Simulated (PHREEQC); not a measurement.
# Brackish or sea water: speciation

A made-up water analysis in mmol/kgw, 20 °C, pH 7.17, pe 10.5:

| constituent | mmol/kgw |
|---|---|
| Na | 54.9 |
| K | 19.2 |
| Ca | 1.69 |
| Mg | 18.9 |
| Cl | 109 |
| S(6) | 3.48 |
| Alkalinity (meq/kgw) | 1.26 |
| F | 0.0165 |
| Sr | 0.553 |

Valence states are taken as typed.

All values are PHREEQC results (ion-association model, wateq4f.dat), not measurements.

No solid was allowed to form.

### Question
Predict the charge-balance error.

### Answer
charge-balance error -0.4 %.

### Question
In which forms is F present?

### Answer
F- 70 %, MgF+ 28 %, NaF 1.2 % of the F.
